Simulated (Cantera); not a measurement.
Input: 1 mol SiHCl3, 0.07 mol Cl2, 15 mol N2, at 1323 K and 0.110 bar.

Cantera equilibrium calculation (NASA polynomials, part measured and part estimated; ideal gas, pure solids and liquids). Candidate condensed phases: NH4Cl, Si, Si3N4; 28 gas species. N2 is the only nitrogen source here; it is nearly inert below about 1500 K, so the nitride shown seldom forms there in practice. The tables' values for SiCl3 are old estimates; treat these amounts as uncertain. Equilibrium is a limit: real reactors are often held back by kinetics, nucleation or transport.

Base state: N2 0.906, HCl 0.0537, SiCl4 0.0327, H2 0.00389, SiCl3 0.00229, SiCl2 0.000880, SiHCl3 0.000120 (mole fractions); condensed: Si3N4(s).

Question: What changes in the equilibrium state with this change: Cl2 from 0.07 to 0.5 mol?

Answer: 
```json
[
 {"species": "N2", "before": "0.906", "after": "0.895"},
 {"species": "HCl", "before": "0.0537", "after": "0.0534"},
 {"species": "SiCl4", "before": "0.0327", "after": "0.0441"},
 {"species": "SiCl3", "before": "0.00229", "after": "0.00288"},
 {"species": "H2", "before": "0.00389", "after": "0.00333"},
 {"species": "SiCl2", "before": "0.000880", "after": "0.00103"},
 {"species": "SiHCl3", "before": "0.000120", "after": "0.000139"},
 {"species": "Si3N4(s), mol", "before": "0.139", "after": "0.0669"}
]
```

Question: What changes in the equilibrium state with this change: pressure from 0.110 bar to 0.00130 bar?

Answer: 
```
species          before    after
-------------  --------  -------
N2                0.906    0.895
HCl              0.0537   0.0545
SiCl2          0.000880   0.0244
SiCl4            0.0327   0.0152
Cl              3.45e-6  3.79e-5
SiCl3           0.00229  0.00824
SiHCl3         0.000120  3.99e-5
H2              0.00389  0.00282
Si3N4(s), mol     0.139   0.0683
```

Question: What changes in the equilibrium state with this change: N2 from 15 to 30 mol?

Answer: 
```csv
species,before,after
N2,0.906,0.951
HCl,0.0537,0.0288
SiCl4,0.0327,0.0165
SiHCl3,0.000120,4.52e-5
H2,0.00389,0.00155
"Si3N4(s), mol",0.139,0.140
```
